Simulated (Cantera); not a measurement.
A Cantera script and its output.

```python
import numpy as np
import cantera as ct

gas = ct.Solution("gri30.yaml")
gas.TPX = 1050, 120000, {'CH2O': 0.0078, 'O2': 0.012, 'N2': 1}
reactor = ct.IdealGasConstPressureReactor(gas, energy="off", clone=False)
net = ct.ReactorNet([reactor])
net.rtol, net.atol = 1e-08, 1e-18
show = ['CH2O', 'O2', 'CH2CO', 'CH2', 'HCO']
times = np.geomspace(2e-05, 20, 12)

steps = ct.SolutionArray(gas, extra=["t"])
rows = []
print(f"{'t/s':>10s}{'T/K':>9s}{'P/Pa':>11s}" + "".join(f"{s:>11s}" for s in show))
for t in times:
    while net.time < t:
        t_next = net.step()
        steps.append(gas.state, t=t_next)
    rows.append([np.interp(t, steps.t, y) for y in (steps.T, steps.P, *steps(*show).X.T)])
    print(f"{t:10.3e}{rows[-1][0]:9.1f}{rows[-1][1]:11.4g}" + "".join(f"{x:11.3e}" for x in rows[-1][2:]))
rate = np.gradient(steps.T, steps.t)
print("integrator steps:", len(steps.t))
if steps.T.max() > steps.T[0] + 200:
    print(f"time of steepest temperature rise: {steps.t[rate.argmax()]:.4e} s")
gas.TPX = 1050, 120000, {'CH2O': 0.0078, 'O2': 0.012, 'N2': 1}
gas.equilibrate("TP")
print(f"equilibrium (TP): T = {gas.T:.1f} K  " + "  ".join(f"{s} {gas[s].X[0]:.3e}" for s in show))
```

Output:

```
       t/s      T/K       P/Pa       CH2O         O2      CH2CO        CH2        HCO
 2.000e-05   1050.0    1.2e+05  7.649e-03  1.177e-02  1.387e-19  1.658e-19  3.512e-10
 7.022e-05   1050.0    1.2e+05  7.648e-03  1.177e-02  6.625e-19  5.280e-19  4.217e-10
 2.466e-04   1050.0    1.2e+05  7.648e-03  1.177e-02  4.635e-18  2.822e-18  6.939e-10
 8.658e-04   1050.0    1.2e+05  7.646e-03  1.176e-02  8.547e-17  3.410e-17  2.095e-09
 3.040e-03   1050.0    1.2e+05  7.594e-03  1.173e-02  1.525e-14  3.815e-15  2.311e-08
 1.067e-02   1050.0    1.2e+05  4.124e-03  1.006e-02  1.582e-11  6.169e-13  3.750e-07
 3.748e-02   1050.0    1.2e+05  5.609e-12  5.914e-03  1.340e-16  9.452e-18  2.170e-10
 1.316e-01   1050.0    1.2e+05  5.454e-13  4.678e-03  8.021e-21  1.205e-21  1.586e-11
 4.620e-01   1050.0    1.2e+05  1.032e-14  4.215e-03 -1.489e-21  1.318e-21  2.119e-13
 1.622e+00   1050.0    1.2e+05  3.279e-17  4.129e-03 -2.563e-21 -2.748e-22  1.084e-15
 5.696e+00   1050.0    1.2e+05 -6.261e-19  4.119e-03 -2.739e-24  6.315e-23  9.705e-19
 2.000e+01   1050.0    1.2e+05  9.464e-23  4.118e-03 -9.951e-28  3.945e-26  9.165e-23
integrator steps: 2186
equilibrium (TP): T = 1050.0 K  CH2O 8.493e-28  O2 4.114e-03  CH2CO 3.774e-49  CH2 3.433e-47  HCO 3.844e-26
```

Model: GRI-Mech 3.0 (53 species, 325 reactions), integrated in Cantera.
